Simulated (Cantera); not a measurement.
Mixture: CH₄ : O₂ : N₂ = 1 : 2.7 : 10.5 (molar parts), at 390000 Pa, adiabatic and at constant volume. Ignition delay is the time to a rise of 400 K.

Cantera simulation using GRI-Mech 3.0 (53 species, 325 reactions); the numbers are that mechanism's predictions, not measurements.

Task: At T0 = 1648 K, what is the delay, and which 8 reactions control it most (d ln τ / d ln k, from doubling and halving each rate constant)?

Result: The delay is 95.0 µs.
| reaction | d ln τ / d ln k | faster rate |
|---|---|---|
| CH3 + O2 <=> CH3O + O | -0.42 | shortens it |
| H + O2 <=> O + OH | -0.32 | shortens it |
| 2 CH3 (+M) <=> C2H6 (+M) | 0.24 | lengthens it |
| CH4 + H <=> CH3 + H2 | 0.23 | lengthens it |
| CH3 + HO2 <=> CH3O + OH | -0.17 | shortens it |
| CH3 + O2 <=> CH2O + OH | -0.12 | shortens it |
| 2 CH3 <=> C2H5 + H | -0.11 | shortens it |
| CH3 + HO2 <=> CH4 + O2 | -0.08 | shortens it |
